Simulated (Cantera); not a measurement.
**Hydrogen reduction and annealing atmospheres: Nb₂O₅ + H₂ + H₂O**

A closed system holds: 1 mol Nb₂O₅, 97 mol H₂, 9.4 mol H₂O, equilibrated at 6.80 mbar.

These are equilibrium values from Cantera (NASA tables, ideal gas, pure condensed phases), not measurements of a reactor. Candidate condensed phases: H₂O, Nb, NbO, NbO₂, Nb₂O₅; 12 gas species. Mutual solubility and eutectic melting of coexisting phases are not modelled. Condensed phases not in the tables: the oxides between NbO₂ and Nb₂O₅. Kinetics and transport are ignored.

From 823 K to 1423 K the condensed part is Nb₂O₅(s). At 1523 K the condensed part is NbO₂(s) + Nb₂O₅(s). At 1623 K the condensed part is NbO₂(s).

```csv
T (K),log p H₂,log p H₂O,log p H,log p OH,log p NbO₂,log p O,n Nb₂O₅(s),n NbO₂(s)
823,-2.21,-3.22,-12.24,<-14,<-14,<-14,1.00,0
923,-2.21,-3.22,-10.72,<-14,<-14,<-14,1.00,0
1023,-2.21,-3.22,-9.49,-13.08,<-14,<-14,1.00,0
1123,-2.21,-3.22,-8.47,-11.78,<-14,<-14,1.00,0
1223,-2.21,-3.22,-7.63,-10.68,<-14,<-14,1.00,0
1323,-2.21,-3.22,-6.90,-9.76,-13.02,<-14,1.00,0
1423,-2.21,-3.22,-6.28,-8.96,-11.35,-13.08,1.00,0
1523,-2.21,-3.20,-5.74,-8.24,-9.92,-11.84,0.444,1.11
1623,-2.21,-3.18,-5.27,-7.61,-8.73,-10.75,0,2.00
```
log p: log10 of the partial pressure in bar; n: condensed amount in mol.
